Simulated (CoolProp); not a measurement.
R11 along the isotherm 461.7 K: fugacity coefficient from the reference equation and from simpler models built on Tc = 471.1 K, pc = 44.08 bar, ω = 0.189; each cubic takes its own stable root.

Model: reference Helmholtz-energy equation of state, Jacobsen 1992, in CoolProp.

| p (bar) | phase | reference |
|---|---|---|
| 0.697 | gas | 0.9943 |
| 1.02 | gas | 0.9917 |
| 1.5 | gas | 0.9878 |
| 2.2 | gas | 0.9822 |
| 3.23 | gas | 0.9738 |
| 4.75 | gas | 0.9616 |
| 6.97 | gas | 0.9437 |
| 10.2 | gas | 0.9178 |
| 15 | gas | 0.8794 |
| 22 | gas | 0.8235 |
| 32.3 | gas | 0.7396 |
| 47.5 | liquid | 0.5758 |
| 69.7 | liquid | 0.4263 |
| 102 | liquid | 0.3261 |
| 150 | liquid | 0.2599 |
| 220 | liquid | 0.2208 |

Task: How far does each simpler model (Redlich-Kwong, Soave-Redlich-Kwong, Peng-Robinson) lie from the reference over these 16 states: mean and median of the absolute difference, and the worst?

Result: 
- Redlich-Kwong: mean 1.7 %, median 0.0 %, worst +7.9 % at 461.7 K and 220 bar
- Soave-Redlich-Kwong: mean 1.3 %, median 0.1 %, worst +6.5 % at 461.7 K and 220 bar
- Peng-Robinson: mean 1.4 %, median 1.2 %, worst -3.8 % at 461.7 K and 220 bar
